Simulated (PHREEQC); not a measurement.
Synthetic water in mg/L, 40 °C, pH 6.67, pe 2.2:

| constituent | mg/L |
|---|---|
| Na | 0.226 |
| K | 0.0477 |
| Ca | 0.0232 |
| Mg | 0.0438 |
| Cl | 0.0341 |
| S(6) as SO4 | 0.327 |
| Alkalinity as HCO3 | 0.491 |
| N(-3) as NH4 | 0.000106 |
| Br | 0.0399 |

Valence states are taken as typed.

Equilibrium calculation in PHREEQC: ion-association model, phreeqc.dat.

No solid was allowed to form.

### Question
Predict the charge-balance error.

### Answer
charge-balance error -1.5 %.

### Question
In which forms is C present?

### Answer
HCO3- 70 %, CO2 30 % of the C.

At this temperature some constants are extrapolated from 25 °C, and those without enthalpy data are left unchanged.
